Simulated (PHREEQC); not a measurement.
Make-up at 25 °C: 78 mmol/kgw FeSO4 and 0.15 mmol/kgw NaH2PO4. Closed to the air; pH follows from the charge balance.

The numbers come from PHREEQC with the ion-association model, wateq4f.dat.

| quantity | before | after |
|---|---|---|
| pH | 5.40 | 5.60 |
| ionic strength (mol/kgw) | 0.175 | 0.207 |
| SO4-2 (mol/kgw) | 0.0438 | 0.0647 |
| HSO4- (mol/kgw) | 7.02e-6 | 6.29e-6 |

Question: What was changed between the two runs?
(A) NaH2PO4 replaced by Na3PO4 at the same molality
(B) diluted 5-fold with water
(C) diluted 10-fold with water
(D) FeSO4 replaced by Na2SO4 at the same molality
(E) diluted 2-fold with water

Answer: D, FeSO4 replaced by Na2SO4 at the same molality

No solid was allowed to form. Some of these states are supersaturated (in Vivianite, for instance). H3PO4, which wateq4f.dat lacks, is added to it with the constant of phreeqc.dat.
